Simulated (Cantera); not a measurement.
Input (Python, Cantera) and output of one run.

```python
import numpy as np
import cantera as ct

gas_names = """
    H H2 N NH NH2 NH3 N2 N2H2 N2H4 Si SiH SiH2 SiH3 SiH4 SiN Si2 Si2N Si3
""".split()
cond_names = """
    Si(cr) Si(L) Si3N4(a)
""".split()


# ... load() reads the species with a 1 bar reference pressure and builds the phases ...
atoms = {
    'Si3N4': {'Si': 3, 'N': 4},
    'H2': {'H': 2},
}
top_T = {'Si3N4(a)': 2400}  # K; cautious upper limits of use, not melting points


# ... equilibrate(T, P, feed) seeds the gas with the atoms and calls Mixture.equilibrate('TP', solver="vcs", rtol=1e-11, max_steps=5000) ...
results = []
feed = {'Si3N4': 1, 'H2': 600}  # mol
P = 6  # Pa
for T in [900, 1000, 1100, 1200, 1300, 1400, 1500, 1600, 1700]:
    mix = equilibrate(T, P, feed)
    results.append((T, P, feed, dict(zip(mix.species_names, mix.species_moles))))

top = {s: max(r[3][s] / sum(r[3][g] for g in gas_names) for r in results) for s in gas_names}
cols = sorted((s for s in top if top[s] > 0.0001), key=lambda s: -top[s])[:9]
seen = [c for c in cond_names if any(r[3].get(c, 0) > 1e-12 for r in results)]
print("log10 of partial pressures in bar; condensed amounts in mol")
print(f"{'T/K':>10s}" + "".join(f"{s[:9]:>10s}" for s in cols + seen))
for T, P, feed, n in results:
    ng = sum(n[g] for g in gas_names)
    print(f"{T:10.4g}" + "".join(f"{np.log10(max(n[s] / ng * P / 1e5, 1e-99)):10.3f}" for s in cols)
          + "".join(f"{n.get(c, 0):10.4g}" for c in seen))
```

Output:

```
log10 of partial pressures in bar; condensed amounts in mol
       T/K        H2         H        Si        N2    Si(cr)  Si3N4(a)
       900    -4.222   -12.043   -18.352   -12.954 1.656e-06         1
      1000    -4.222   -10.755   -15.751   -10.787  0.000245    0.9999
      1100    -4.222    -9.698   -13.626    -9.017   0.01443    0.9952
      1200    -4.222    -8.816   -11.858    -7.545    0.4277    0.8574
      1300    -4.223    -8.068   -10.364    -6.700     2.999         0
      1400    -4.224    -7.425    -9.085    -6.701     2.991         0
      1500    -4.224    -6.867    -7.978    -6.701      2.89         0
      1600    -4.227    -6.378    -7.011    -6.703     1.989         0
      1700    -4.234    -5.949    -6.538    -6.707         0         0
```

Method: chemical equilibrium by Gibbs-energy minimisation in Cantera with the NASA 1993 tables (ideal gas, pure condensed phases). Mutual solubility and eutectic melting of coexisting phases are not modelled.
